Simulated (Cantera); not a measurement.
Silicon epitaxy and polysilicon growth: SiCl₄ + N₂

Feed: 1 mol SiCl₄, 3.5 mol N₂, held at 0.133 bar.

These are equilibrium values from Cantera (NASA tables, ideal gas, pure condensed phases), not measurements of a reactor. Candidate condensed phases: Si, Si₃N₄; 13 gas species. The tables' values for SiCl₃ are old estimates; treat these amounts as uncertain. Kinetics and transport are ignored.

```csv
T (K),x N₂,x SiCl₄,x SiCl₃,x Cl,x Cl₂,x SiCl₂
1048,0.778,0.222,2.51e-6,1.50e-6,5.05e-7,5.20e-10
1123,0.778,0.222,1.06e-5,7.21e-6,1.73e-6,6.34e-9
1198,0.778,0.222,3.80e-5,2.82e-5,4.95e-6,5.74e-8
1273,0.778,0.222,0.000117,9.33e-5,1.23e-5,4.05e-7
1348,0.778,0.222,0.000319,0.000269,2.75e-5,2.31e-6
1423,0.777,0.221,0.000783,0.000693,5.59e-5,1.10e-5
1498,0.776,0.220,0.00175,0.00162,0.000106,4.43e-5
1573,0.775,0.218,0.00358,0.00352,0.000189,0.000155
```
x: gas mole fraction; nothing condenses.

From 1048 K to 1573 K nothing is condensed. The main Si-bearing gas is SiCl₄ throughout.
